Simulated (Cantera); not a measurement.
**Transport properties of process gases**

Gas mixture: 42.7 % C₂H₆, 37.1 % C₂H₂, 8.99 % CO, 11.2 % CH₄, at 0.225 Torr, frozen composition.

Cantera's kinetic-theory transport with the Lennard-Jones parameters of GRI-Mech 3.0, ideal gas; thermal conductivity in the multicomponent form. The composition is frozen, though it would react at the higher temperatures.

```tsv
T (K)	ρ (kg/m³)	cp (J/kg/K)	μ (µPa s)	λ (mW/m/K)	Pr	D (cm²/s) N₂	D (cm²/s) H	D (cm²/s) NO
400	0.000242	2001	13.6	36.6	0.746	940	5230	925
650	0.000149	2667	20.2	71.7	0.752	2190	12400	2160
900	0.000107	3144	25.7	107	0.752	3820	21700	3760
1150	8.41e-5	3516	30.5	143	0.752	5770	32800	5670
1400	6.91e-5	3785	34.9	176	0.750	8010	45700	7880
1650	5.86e-5	3985	38.9	207	0.749	10500	60100	10400
```
D: mixture-averaged diffusion coefficient of that species in the mixture.
